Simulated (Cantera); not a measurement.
Charge: 1 mol MgO, 0.069 mol SO3, 0.23 mol CO2, at 1.40 bar.

These are equilibrium values from Cantera (NASA tables, ideal gas, pure condensed phases), not measurements of a reactor. Candidate condensed phases: C, Mg, MgCO3, MgO, MgS, MgSO4, S; 26 gas species. Mutual solubility and eutectic melting of coexisting phases are not modelled. Kinetics and transport are ignored.

**Question.** Which condensed phases are stable at each of these points (T (K)): 773, 848, 923, 998, 1073, 1148, 1223, 1298, 1373, 1448, 1523, 1598, 1673, 1748?

**Answer.** 
```tsv
T (K)	condensed phases	Mg condensed (%)
773	MgO(s) + MgSO4(s)	100.0
848	MgO(s) + MgSO4(s)	100.0
923	MgO(s) + MgSO4(s)	100.0
998	MgO(s) + MgSO4(s)	100.0
1073	MgO(s) + MgSO4(s)	100.0
1148	MgO(s) + MgSO4(s)	100.0
1223	MgO(s) + MgSO4(s)	100.0
1298	MgO(s) + MgSO4(s)	100.0
1373	MgO(s)	100.0
1448	MgO(s)	100.0
1523	MgO(s)	100.0
1598	MgO(s)	100.0
1673	MgO(s)	100.0
1748	MgO(s)	100.0
```

From 773 K to 1298 K the condensed part is MgO(s) + MgSO4(s). From 1373 K to 1748 K the condensed part is MgO(s).
